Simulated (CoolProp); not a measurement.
Vapour-liquid equilibrium of benzene (1) + toluene (2) at 0.696 MPa; x and y are mole fractions of (1).

Values from CoolProp's multi-fluid Helmholtz-energy mixture model, Thol 2012 and Lemmon 2006; pair parameters Bell 2016.

```json
[
 {"x": "0.05", "bubble temperature (K)": "466.7", "y at the bubble point": "0.082", "dew temperature at overall composition x (K)": "467.6", "liquid density (mol/L)": "7.483"},
 {"x": "0.125", "bubble temperature (K)": "463.3", "y at the bubble point": "0.198", "dew temperature at overall composition x (K)": "?", "liquid density (mol/L)": "7.609"},
 {"x": "0.2", "bubble temperature (K)": "460.0", "y at the bubble point": "0.303", "dew temperature at overall composition x (K)": "463.2", "liquid density (mol/L)": "7.736"},
 {"x": "0.275", "bubble temperature (K)": "456.9", "y at the bubble point": "0.399", "dew temperature at overall composition x (K)": "460.9", "liquid density (mol/L)": "7.864"},
 {"x": "0.35", "bubble temperature (K)": "453.9", "y at the bubble point": "0.488", "dew temperature at overall composition x (K)": "458.5", "liquid density (mol/L)": "7.993"},
 {"x": "0.425", "bubble temperature (K)": "451.0", "y at the bubble point": "0.568", "dew temperature at overall composition x (K)": "456.0", "liquid density (mol/L)": "8.124"},
 {"x": "0.5", "bubble temperature (K)": "448.2", "y at the bubble point": "0.642", "dew temperature at overall composition x (K)": "453.4", "liquid density (mol/L)": "?"},
 {"x": "0.575", "bubble temperature (K)": "445.5", "y at the bubble point": "0.710", "dew temperature at overall composition x (K)": "450.7", "liquid density (mol/L)": "8.390"},
 {"x": "0.65", "bubble temperature (K)": "442.9", "y at the bubble point": "0.772", "dew temperature at overall composition x (K)": "447.9", "liquid density (mol/L)": "8.526"},
 {"x": "0.725", "bubble temperature (K)": "440.4", "y at the bubble point": "0.828", "dew temperature at overall composition x (K)": "444.9", "liquid density (mol/L)": "8.663"},
 {"x": "0.8", "bubble temperature (K)": "438.0", "y at the bubble point": "0.881", "dew temperature at overall composition x (K)": "441.7", "liquid density (mol/L)": "8.803"},
 {"x": "0.875", "bubble temperature (K)": "435.7", "y at the bubble point": "0.928", "dew temperature at overall composition x (K)": "438.3", "liquid density (mol/L)": "8.945"},
 {"x": "0.95", "bubble temperature (K)": "?", "y at the bubble point": "0.973", "dew temperature at overall composition x (K)": "434.7", "liquid density (mol/L)": "9.089"}
]
```

**Question.** Complete the blanks.

**Answer.** 
- 0.125, dew temperature at overall composition x (K): 465.4
- 0.5, liquid density (mol/L): 8.256
- 0.95, bubble temperature (K): 433.5

No azeotrope shows between x = 0.05 and 0.95.

Pair parameters are fitted to limited data, so mixtures are less certain than the pure fluids.
